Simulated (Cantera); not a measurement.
Equilibrium for thermal oxidation and active oxidation of silicon: Si + H2O + N2

A closed system holds: 1 mol Si, 0.0019 mol H2O, 420 mol N2, at 1.60 mbar.

Cantera equilibrium calculation (NASA polynomials, part measured and part estimated; ideal gas, pure solids and liquids). Candidate condensed phases: H2O, Si, SiO2, Si2N2O, Si3N4; 35 gas species. N2 is the only nitrogen source here; it is nearly inert below about 1500 K, so the nitride shown seldom forms there in practice. Mutual solubility and eutectic melting of coexisting phases are not modelled. The tables' values for SiN are old estimates; treat these amounts as uncertain. The numbers say what is thermodynamically allowed, not how fast it happens.

From 1150 K to 1350 K the condensed part is Si2N2O(s) + Si3N4(s). From 1450 K to 1650 K the condensed part is Si3N4(s). At 1750 K the condensed part is Si(l). From 1850 K to 2050 K nothing is condensed.

| T (K) | x N2 | x Si | x SiN | x Si2N | x H | x Si2 | x SiO | x H2 | n Si2N2O(s) | n Si3N4(s) | n Si(l) |
|---|---|---|---|---|---|---|---|---|---|---|---|
| 1150 | 1.000 | <1e-12 | <1e-12 | <1e-12 | 3.97e-9 | <1e-12 | 1.16e-10 | 4.53e-6 | 0.00190 | 0.332 | 0 |
| 1250 | 1.000 | 9.55e-12 | 1.76e-12 | <1e-12 | 2.57e-8 | <1e-12 | 1.53e-8 | 4.52e-6 | 0.00189 | 0.332 | 0 |
| 1350 | 1.000 | 1.33e-9 | 1.39e-10 | 1.83e-12 | 1.26e-7 | <1e-12 | 9.63e-7 | 4.47e-6 | 0.00150 | 0.332 | 0 |
| 1450 | 1.000 | 9.34e-8 | 5.98e-9 | 4.10e-10 | 4.89e-7 | 4.00e-12 | 4.53e-6 | 4.29e-6 | 0 | 0.333 | 0 |
| 1550 | 1.000 | 3.75e-6 | 1.57e-7 | 4.50e-8 | 1.53e-6 | 1.22e-9 | 4.53e-6 | 3.77e-6 | 0 | 0.332 | 0 |
| 1650 | 1.000 | 9.55e-5 | 2.75e-6 | 2.76e-6 | 3.71e-6 | 1.84e-7 | 4.53e-6 | 2.67e-6 | 0 | 0.318 | 0 |
| 1750 | 0.999 | 0.000938 | 1.93e-5 | 3.29e-5 | 6.49e-6 | 4.85e-6 | 4.52e-6 | 1.25e-6 | 0 | 0 | 0.562 |
| 1850 | 0.998 | 0.00226 | 3.46e-5 | 2.95e-5 | 8.23e-6 | 8.84e-6 | 4.51e-6 | 3.73e-7 | 0 | 0 | 0 |
| 1950 | 0.998 | 0.00232 | 2.73e-5 | 5.88e-6 | 8.82e-6 | 3.33e-6 | 4.51e-6 | 9.46e-8 | 0 | 0 | 0 |
| 2050 | 0.998 | 0.00234 | 2.17e-5 | 1.32e-6 | 8.97e-6 | 1.33e-6 | 4.51e-6 | 2.50e-8 | 0 | 0 | 0 |
x: gas mole fraction; n: condensed amount in mol.
